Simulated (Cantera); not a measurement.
# Moist CO burnout

An isothermal, constant-pressure homogeneous reactor starts with 0.146 % CO, 1.56 % O₂, 0.664 % H₂O, 97.6 % N₂, equivalence ratio 0.047, at 1300 K and 890000 Pa.

Detailed kinetics in Cantera: GRI-Mech 3.0 (53 species, 325 reactions).

| t (s) | x CO | x O₂ | x H₂O | x H₂ | x H₂O₂ |
|---|---|---|---|---|---|
| 2.00e-6 | 0.00146 | 0.0156 | 0.00664 | <1e-12 | <1e-12 |
| 7.10e-6 | 0.00146 | 0.0156 | 0.00664 | <1e-12 | <1e-12 |
| 2.52e-5 | 0.00146 | 0.0156 | 0.00664 | 3.73e-12 | <1e-12 |
| 8.93e-5 | 0.00146 | 0.0156 | 0.00664 | 1.10e-10 | 1.30e-12 |
| 0.000317 | 0.00146 | 0.0156 | 0.00664 | 4.67e-9 | 5.74e-11 |
| 0.00112 | 0.00139 | 0.0156 | 0.00663 | 2.28e-6 | 6.40e-8 |
| 0.00399 | 0.000830 | 0.0153 | 0.00663 | 3.78e-6 | 4.03e-8 |
| 0.0141 | 0.000206 | 0.0150 | 0.00664 | 9.06e-7 | 8.02e-9 |
| 0.0502 | 1.06e-5 | 0.0149 | 0.00664 | 5.37e-8 | 1.16e-9 |
| 0.178 | 1.02e-7 | 0.0149 | 0.00664 | 2.59e-9 | 2.15e-10 |
| 0.631 | 6.28e-10 | 0.0149 | 0.00664 | 1.60e-9 | 1.33e-10 |
| 2.24 | 6.20e-10 | 0.0149 | 0.00664 | 1.59e-9 | 1.33e-10 |
| 7.95 | 6.20e-10 | 0.0149 | 0.00664 | 1.59e-9 | 1.33e-10 |
| 28.2 | 6.20e-10 | 0.0149 | 0.00664 | 1.59e-9 | 1.33e-10 |
| 100 | 6.20e-10 | 0.0149 | 0.00664 | 1.59e-9 | 1.33e-10 |
x: mole fraction; the columns are a selection and need not sum to one.

Equilibrium at this temperature and pressure: CO 6.21e-10, O₂ 0.0148, H₂O 0.00664, H₂ 1.60e-9, H₂O₂ 1.32e-10 (gas phase only).
